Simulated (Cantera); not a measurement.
Cantera run, input and output.

```python
import numpy as np
import cantera as ct

surf = ct.Interface("ptcombust.yaml", "Pt_surf")
gas = surf.adjacent["gas"]
gas.TPX = 300, 10000, {'H2': 0.025, 'O2': 0.083, 'N2': 0.79}
jet = ct.ImpingingJet(gas=gas, width=0.042, surface=surf)
jet.inlet.mdot, jet.inlet.T, jet.inlet.X = 0.056, 300, {'H2': 0.025, 'O2': 0.083, 'N2': 0.79}
jet.set_refine_criteria(ratio=10, slope=0.2, curve=0.3)
show, cover = ['H2', 'O2', 'H2O', 'OH'], ["PT(S)", "H(S)", "O(S)", "OH(S)", "CO(S)", "C(S)"]

rows = []
print(f"{'Ts/K':>7s}" + "".join(f"{s:>11s}" for s in show + cover) + "   (gas at the wall, coverages)")
for i, Ts in enumerate([600, 650, 700, 750, 800, 850, 900]):
    jet.surface.T = Ts
    if i == 0:
        surf.TP = Ts, 10000
        surf.coverages = "PT(S):0.5, O(S):0.5"
        surf.advance_coverages(1.0)
        jet.set_initial_guess(products="inlet")
    jet.solve(loglevel=0, auto=(i == 0))
    rows.append([*(jet.X[gas.species_index(s), -1] for s in show), *surf[cover].coverages])
    print(f"{Ts:7g}" + "".join(f"{x:11.3e}" for x in rows[-1]))
```

It prints:

```
   Ts/K         H2         O2        H2O         OH      PT(S)       H(S)       O(S)      OH(S)      CO(S)       C(S)   (gas at the wall, coverages)
    600  2.391e-03  6.514e-02  4.946e-02  1.158e-12  6.029e-02  1.825e-09  9.325e-01  7.253e-03 -1.645e-22 -1.582e-26
    650  2.376e-03  6.520e-02  4.918e-02  1.494e-11  6.347e-02  2.894e-09  9.317e-01  4.866e-03 -1.114e-19  4.125e-29
    700  2.288e-03  6.516e-02  4.907e-02  1.308e-10  6.895e-02  5.005e-09  9.276e-01  3.497e-03  2.723e-18  4.793e-27
    750  1.977e-03  6.489e-02  4.941e-02  8.152e-10  8.395e-02  1.023e-08  9.133e-01  2.785e-03  9.884e-22  8.571e-25
    800  1.508e-03  6.444e-02  5.008e-02  3.695e-09  1.166e-01  2.505e-08  8.810e-01  2.438e-03  5.968e-19  1.311e-25
    850  1.105e-03  6.407e-02  5.063e-02  1.381e-08  1.656e-01  6.229e-08  8.322e-01  2.205e-03  7.728e-20  1.050e-28
    900  8.525e-04  6.385e-02  5.090e-02  4.283e-08  2.248e-01  1.407e-07  7.732e-01  1.981e-03  3.115e-18  9.923e-25
```

Detailed kinetics in Cantera: Deutschmann's 1995 Pt surface mechanism with GRI-Mech 3.0 gas chemistry. Catalytic surfaces can have several steady states; this one follows from the mechanism file's or the stated starting coverage.
